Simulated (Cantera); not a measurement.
**Silicon carbide growth: Si(CH₃)₄ + C₂H₄ + H₂**

A closed system holds: 1 mol Si(CH₃)₄, 0.32 mol C₂H₄, 210 mol H₂, equilibrated at 1077 °C and 0.100 bar.

Equilibrium computed with Cantera from the NASA thermochemical tables; the gas is ideal and each condensed phase is pure. Candidate condensed phases: C, C₆H₆, C₇H₈, C₈H₁₈, Si, SiC; 87 gas species. Kinetics and transport are ignored.

```yaml
x(H₂): 0.999
x(CH₄): 0.000576
x(H): 7.53e-6
x(C₂H₂ (acetylene)): 1.24e-6
n(C(graphite)): 3.51 mol
n(SiC(s)): 1.00 mol
gas_amount: 216.5 mol
log10 activity of Si(s) (absent): -2.42
```
